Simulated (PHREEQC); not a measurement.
PHREEQC input (ion-association model, wateq4f.dat):

```
SOLUTION_MASTER_SPECIES
  An  An-  0  An  62.0  # stands for a non-complexing anion
SOLUTION_SPECIES
  An- = An-
    -log_k 0
    -gamma 3.0 0
PHASES
  Fix_H+
    H+ = H+
    -log_k 0
SOLUTION 1
  temp 25
  units mmol/kgw
  pH 7 charge
  As(5) 0.17
  Na 301.44
  Se(6) 0.55
  An 300
END
SELECTED_OUTPUT 1
  -reset false
  -pH true
  -pe true
  -ionic_strength true
  -water true
  -totals As Na Se As(3) As(5) Se(-2) Se(4) Se(6)
  -molalities Hfo_wOH Hfo_wOH2+ Hfo_wO- Hfo_sOH Hfo_sOH2+ Hfo_sO- Hfo_wSeO4- Hfo_wOHSeO4-2 Hfo_wH2AsO4 Hfo_wHAsO4-
    Hfo_wOHAsO4-3
USER_PUNCH 1
  -headings sigma psi
  10 PUNCH EDL("sigma", "Hfo"), EDL("psi", "Hfo")
PRINT
  -reset false
USE solution 1
SURFACE 1
  Hfo_wOH 0.00202247 600 0.9
  Hfo_sOH 5.05618e-05
EQUILIBRIUM_PHASES 1
  Fix_H+ -3 HAn 10
    -force_equality true
  O2(g) -0.68 10
END
# ... the last block is repeated for the other 16 points of pH, with NaOH or the acid as the point needs
```

Selected output (columns that matter, 10 of 17 rows; pH added in front):

```
pH	mu	As	Na	Se	m_Hfo_wOH	m_Hfo_wOH2+	m_Hfo_wO-	m_Hfo_sOH	m_Hfo_sOH2+	m_Hfo_sO-	m_Hfo_wSeO4-	m_Hfo_wOHSeO4-2	sigma	psi
3	0.30346	2.5675e-08	0.30144	0.00017834	3.1934e-06	0.0014776	1.5811e-10	1.0904e-07	5.0452e-05	5.3984e-12	0.00036984	1.8122e-06	0.20479	0.09611
3.75	0.30241	2.0097e-08	0.30144	0.00018715	1.6984e-05	0.0014726	4.4872e-09	5.7647e-07	4.9985e-05	1.5231e-10	0.0003536	9.2463e-06	0.19889	0.094765
4.5	0.30221	1.2907e-08	0.30144	0.00021864	7.9667e-05	0.0014413	1.0088e-07	2.6481e-06	4.791e-05	3.3531e-09	0.00029446	3.6902e-05	0.18273	0.090657
4.88	0.30218	9.615e-09	0.30144	0.00024815	0.00015899	0.0013912	4.1623e-07	5.1842e-06	4.5364e-05	1.3572e-08	0.00023973	6.2117e-05	0.16882	0.086839
5.62	0.30215	6.4337e-09	0.30144	0.00034392	0.00046151	0.0011807	4.1325e-06	1.4173e-05	3.6261e-05	1.2691e-07	0.00010925	9.6822e-05	0.13033	0.074657
6.38	0.30214	7.1255e-09	0.30144	0.00047478	0.00088578	0.00087084	2.064e-05	2.52e-05	2.4775e-05	5.8719e-07	2.2749e-05	5.2466e-05	0.081499	0.054269
7.12	0.30207	2.12e-08	0.30144	0.00053953	0.0011611	0.00063209	4.8858e-05	3.187e-05	1.735e-05	1.3411e-06	2.0264e-06	8.4399e-06	0.033582	0.025678
7.5	0.30202	5.5638e-08	0.30144	0.00054706	0.0012413	0.0005433	6.4971e-05	3.3934e-05	1.4852e-05	1.7761e-06	4.7484e-07	2.4599e-06	0.011102	0.0088048
8.25	0.3019	4.5902e-07	0.30144	0.00054977	0.0013562	0.00038794	0.0001086	3.7011e-05	1.0587e-05	2.9639e-06	2.5225e-08	1.9994e-07	-0.032105	-0.024636
9	0.3019	2.663e-06	0.30158	0.00054998	0.0014233	0.00023059	0.00020125	3.8792e-05	6.2848e-06	5.4852e-06	1.4787e-09	2.0695e-08	-0.081725	-0.054397
```

The oxide is taken as insoluble; below pH 4 it would dissolve.
